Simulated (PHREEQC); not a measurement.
Model water analysis in mg/kgw, 20 °C, pH 1.97, pe 12.4: Na 8.83; K 131; Ca 465; Mg 0.375; Cl 272; S(6) as SO4 2030; Li 0.474; Zn 0.459; Al 9.25; Br 1.14.

Valence states are taken as typed.

Model: ion-association model, phreeqc.dat, run in PHREEQC.

Question: The ionic strength comes out as 0.0543 mol/kgw. What activity coefficients do KSO4-, Mg+2, Al(SO4)2-, H+, LiSO4- get?

Answer: KSO4- 0.83, Mg+2 0.48, Al(SO4)2- 0.82, H+ 0.85, LiSO4- 0.82.

This is a speciation only: nothing precipitates in the calculation.
